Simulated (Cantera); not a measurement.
A Cantera script and what it prints.

```python
import numpy as np
import cantera as ct

gas_names = """
    C CO CO2 C2 C2O C3 C3O2 C4 C5 O O2 O3
""".split()
cond_names = """
    C(gr)
""".split()


# ... load() reads the species with a 1 bar reference pressure and builds the phases ...
atoms = {
    'CO2': {'C': 1, 'O': 2},
    'O2': {'O': 2},
}
top_T = {'C(gr)': 4500}  # K; cautious upper limits of use, not melting points


# ... equilibrate(T, P, feed) seeds the gas with the atoms and calls Mixture.equilibrate('TP', solver="vcs", rtol=1e-11, max_steps=5000) ...
results = []
feed = {'CO2': 1, 'O2': 2.5}  # mol
T = 2425  # K
P = 133.322  # Pa
mix = equilibrate(T, P, feed)
results.append((T, P, feed, dict(zip(mix.species_names, mix.species_moles))))
x = sorted(zip(gas.X, gas.species_names), reverse=True)
print(f"T = {T:g} K  P = {P:g} Pa  gas = {mix.phase_moles(0):.4g} mol")
print("   x: " + "  ".join(f"{s} {v:.3e}" for v, s in x if v > 1e-06))
print("   condensed (mol): " + ("  ".join(f"{mix.phase(i).name} {mix.phase_moles(i):.4g}"
      for i in range(1, mix.n_phases) if mix.phase_moles(i) > 1e-12) or "none"))
```

Result:

```
T = 2425 K  P = 133.322 Pa  gas = 4.157 mol
   x: O2 5.571e-01  O 2.024e-01  CO2 1.268e-01  CO 1.138e-01
   condensed (mol): none
```

Method: chemical equilibrium by Gibbs-energy minimisation in Cantera with the NASA 1993 tables (ideal gas, pure condensed phases).
